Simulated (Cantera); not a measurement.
Gas mixture: 57.1 % NH3, 42.9 % N2, at 1.01 bar, frozen composition.

Cantera's kinetic-theory transport with the Lennard-Jones parameters of GRI-Mech 3.0, ideal gas; thermal conductivity in the multicomponent form. Polar gases are described roughly by these parameters.

D: mixture-averaged diffusion coefficient of that species in the mixture.

```tsv
T (K)	ρ (kg/m³)	cp (J/kg/K)	μ (µPa s)	λ (mW/m/K)	Pr	D (cm²/s) CO2	D (cm²/s) NH3	D (cm²/s) C2H2
400	0.662	1594	17.7	40.5	0.695	…	0.382	0.287
500	0.530	1688	21.4	52.4	0.690	…	0.577	0.433
600	0.442	1785	25.0	64.8	0.688	…	0.803	0.603
700	0.378	1878	28.3	77.6	0.686	…	1.06	0.794
800	0.331	1966	31.6	90.5	0.686	…	1.33	1.00
900	0.294	2049	34.6	103	0.686	…	1.64	1.23
1000	0.265	2132	37.6	117	0.686	…	1.97	1.48
```

Task: What belongs in the gaps?

Result: 
- 400, D (cm²/s) CO2: 0.274
- 500, D (cm²/s) CO2: 0.416
- 600, D (cm²/s) CO2: 0.581
- 700, D (cm²/s) CO2: 0.767
- 800, D (cm²/s) CO2: 0.973
- 900, D (cm²/s) CO2: 1.20
- 1000, D (cm²/s) CO2: 1.44
